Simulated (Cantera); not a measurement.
Cantera run:

```python
import numpy as np
import cantera as ct

gas_names = """
    TaO2 N2O NO2
""".split()
cond_names = """
    Ta(cr) Ta(L)
""".split()


# ... load() reads the species with a 1 bar reference pressure and builds the phases ...
species = {s.name: s for s in load("nasa_gas.yaml", gas_names) + load("nasa_condensed.yaml", cond_names)}
# Each term lists the table entries of one substance; the one whose range holds T is used.
reactions = {
    '3 TaO2(g) + 2 N2O(g) = 3 Ta + 4 NO2(g)':
        [(-3, ['TaO2']), (-2, ['N2O']), (3, ['Ta(cr)', 'Ta(L)']), (4, ['NO2'])],
}


def pick(names, T):
    return next(species[n] for n in names if species[n].thermo.min_temp <= T <= species[n].thermo.max_temp)


results = []
for label, terms in reactions.items():
    print(label)
    print("     T/K   dH/kJ  dS/(J/K)   dG/kJ   log10 K")
    for T in [300, 1673, 1723, 1773, 1823, 1873]:
        used = [(nu, pick(names, T)) for nu, names in terms]
        dH = sum(nu * s.thermo.h(T) for nu, s in used) / 1e6
        dS = sum(nu * s.thermo.s(T) for nu, s in used) / 1e3
        dG = dH - T * dS / 1e3
        logK = -dG * 1e6 / (ct.gas_constant * T * np.log(10))
        results.append((label, T, dH, dS, dG, logK, [s.name for _, s in used]))
        print(f"{T:8g} {dH:8.1f} {dS:8.1f} {dG:8.1f} {logK:8.2f}")
```

Result:

```
3 TaO2(g) + 2 N2O(g) = 3 Ta + 4 NO2(g)
     T/K   dH/kJ  dS/(J/K)   dG/kJ   log10 K
     300    576.1   -195.6    634.8  -110.53
    1673    600.4   -168.7    882.7   -27.56
    1723    601.8   -167.9    891.1   -27.01
    1773    603.1   -167.2    899.5   -26.50
    1823    604.5   -166.4    907.8   -26.01
    1873    605.9   -165.6    916.1   -25.55
```

Cantera with NASA thermochemical tables; ideal gases at 1 bar, condensed phases pure. Condensed species are held in their standard states even where they would react or evaporate.
